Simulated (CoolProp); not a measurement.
Vapour-liquid equilibrium of R142b (1) + R113 (2) at 261.5 K; x and y are mole fractions of (1).

Model: multi-fluid Helmholtz-energy mixture model, Lemmon 2006 and Marx 1992; pair parameters Bell 2016, in CoolProp.

```tsv
x	bubble pressure (MPa)	y at the bubble point	dew pressure at overall composition x (MPa)	liquid density (mol/L)
0.05	0.01436	0.448	0.008707	8.916
0.125	0.02282	0.677	0.009405	9.098
0.2	0.03054	0.776	0.01023	9.287
0.275	0.03761	0.832	0.01120	9.484
0.35	0.04410	0.868	0.01238	9.688
0.425	0.05010	0.894	0.01384	9.901
0.5	0.05573	0.914	0.01569	10.12
0.575	0.06108	0.931	0.01809	10.36
0.65	0.06626	0.945	0.02136	10.60
0.725	0.07138	0.957	0.02604	10.86
0.8	0.07655	0.969	0.03325	11.13
0.875	0.08186	0.981	0.04551	11.41
0.95	0.08744	0.992	0.06831	11.71
```

No azeotrope shows between x = 0.05 and 0.95.

Pair parameters are fitted to limited data, so mixtures are less certain than the pure fluids.
